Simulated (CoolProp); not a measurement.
Saturation properties of oxygen.

Model: reference Helmholtz-energy equation of state, Schmidt 1985, in CoolProp.

| T (K) | p (MPa) | enthalpy of vaporisation (kJ/kg) | liquid cp (kJ/(kg K)) |
|---|---|---|---|
| 115.3 | 0.7700 | 181.7 | 1.862 |
| 117.9 | 0.9032 | 177.3 | 1.896 |
| 120.5 | 1.052 | 172.8 | ? |
| 123.1 | 1.218 | 167.9 | 1.981 |
| 125.7 | 1.402 | 162.6 | 2.036 |
| 128.3 | 1.605 | 157.0 | 2.103 |
| 130.9 | 1.829 | 151.0 | 2.183 |
| 133.5 | 2.074 | 144.4 | 2.284 |
| 136.1 | 2.341 | 137.3 | 2.413 |
| 138.7 | 2.633 | 129.4 | 2.583 |
| 141.3 | ? | 120.7 | 2.819 |
| 143.9 | 3.294 | 110.7 | 3.166 |
| 146.5 | 3.667 | 99.13 | 3.730 |
| 149 | ? | ? | 4.749 |
| 151.6 | 4.492 | ? | 7.618 |

**Question.** What belongs in the gaps?

**Answer.** 
- 120.5, liquid cp (kJ/(kg K)): 1.935
- 141.3, p (MPa): 2.950
- 149, p (MPa): 4.055
- 149, enthalpy of vaporisation (kJ/kg): 85.63
- 151.6, enthalpy of vaporisation (kJ/kg): 67.02

It boils at 90.2 K under 1 atm.
